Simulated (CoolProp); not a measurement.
Vapour-liquid equilibrium of m-xylene (1) + n-decane (2) at 244.45 °C; x and y are mole fractions of (1).

The numbers come from the multi-fluid Helmholtz-energy mixture model, Zhou 2012 and Lemmon 2006; pair parameters Bell 2016 in CoolProp.

```json
[
 {"x": "0.05", "bubble pressure, mixture model (MPa)": "0.4787", "bubble pressure, Raoult's law (MPa)": "0.4788", "y, mixture model": "0.085", "y, Raoult's law": "0.094"},
 {"x": "0.125", "bubble pressure, mixture model (MPa)": "0.5116", "bubble pressure, Raoult's law (MPa)": "0.5122", "y, mixture model": "0.199", "y, Raoult's law": "0.220"},
 {"x": "0.2", "bubble pressure, mixture model (MPa)": "0.5441", "bubble pressure, Raoult's law (MPa)": "0.5457", "y, mixture model": "0.301", "y, Raoult's law": "0.331"},
 {"x": "0.275", "bubble pressure, mixture model (MPa)": "0.5765", "bubble pressure, Raoult's law (MPa)": "0.5791", "y, mixture model": "0.394", "y, Raoult's law": "0.429"},
 {"x": "0.35", "bubble pressure, mixture model (MPa)": "0.6088", "bubble pressure, Raoult's law (MPa)": "0.6125", "y, mixture model": "0.478", "y, Raoult's law": "0.516"},
 {"x": "0.425", "bubble pressure, mixture model (MPa)": "0.6412", "bubble pressure, Raoult's law (MPa)": "0.6460", "y, mixture model": "0.555", "y, Raoult's law": "0.594"},
 {"x": "0.5", "bubble pressure, mixture model (MPa)": "0.6739", "bubble pressure, Raoult's law (MPa)": "0.6794", "y, mixture model": "0.627", "y, Raoult's law": "0.664"},
 {"x": "0.575", "bubble pressure, mixture model (MPa)": "0.7068", "bubble pressure, Raoult's law (MPa)": "0.7129", "y, mixture model": "0.694", "y, Raoult's law": "0.728"},
 {"x": "0.65", "bubble pressure, mixture model (MPa)": "0.7402", "bubble pressure, Raoult's law (MPa)": "0.7463", "y, mixture model": "0.756", "y, Raoult's law": "0.786"},
 {"x": "0.725", "bubble pressure, mixture model (MPa)": "0.7740", "bubble pressure, Raoult's law (MPa)": "0.7797", "y, mixture model": "0.815", "y, Raoult's law": "0.839"},
 {"x": "0.8", "bubble pressure, mixture model (MPa)": "0.8083", "bubble pressure, Raoult's law (MPa)": "0.8132", "y, mixture model": "0.870", "y, Raoult's law": "0.888"},
 {"x": "0.875", "bubble pressure, mixture model (MPa)": "0.8432", "bubble pressure, Raoult's law (MPa)": "0.8466", "y, mixture model": "0.921", "y, Raoult's law": "0.933"},
 {"x": "0.95", "bubble pressure, mixture model (MPa)": "0.8785", "bubble pressure, Raoult's law (MPa)": "0.8801", "y, mixture model": "0.970", "y, Raoult's law": "0.974"}
]
```

The largest gap from Raoult's law is -0.9 % in bubble pressure, at x = 0.575. No azeotrope shows between x = 0.05 and 0.95.

The pair parameters rest on a limited set of measurements; away from them the model extrapolates.
